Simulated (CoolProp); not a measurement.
A single-stage vapour-compression cycle with fluoroethane (R161): evaporating at 289.15 K (dew point), condensing at 351.15 K (bubble point), superheat 2 K, subcooling 2 K, compressor efficiency 0.65, no pressure losses. Each further row changes one setting.

The numbers come from the reference Helmholtz-energy equation of state, Wu 2012 in CoolProp.

```tsv
case	cooling COP	pressure ratio	discharge temperature (K)	refrigerating effect (kJ/kg)	volumetric capacity (kJ/m³)
as stated	2.01	4.40	389.6	209	3430
evaporating temperature 294.15 K	2.28	3.81	(withheld)	212	(withheld)
condensing temperature 346.15 K	2.30	(withheld)	382.6	223	3660
subcooling 7 K	2.15	4.40	389.6	223	3680
superheat 12 K	(withheld)	4.40	399.9	223	3480
compressor efficiency 0.55	1.70	4.40	399.0	209	3430
```

**Question.** What belongs in the gaps?

**Answer.** 
- evaporating temperature 294.15 K, discharge temperature (K): 385.8
- evaporating temperature 294.15 K, volumetric capacity (kJ/m³): 4020
- condensing temperature 346.15 K, pressure ratio: 3.98
- superheat 12 K, cooling COP: 2.03
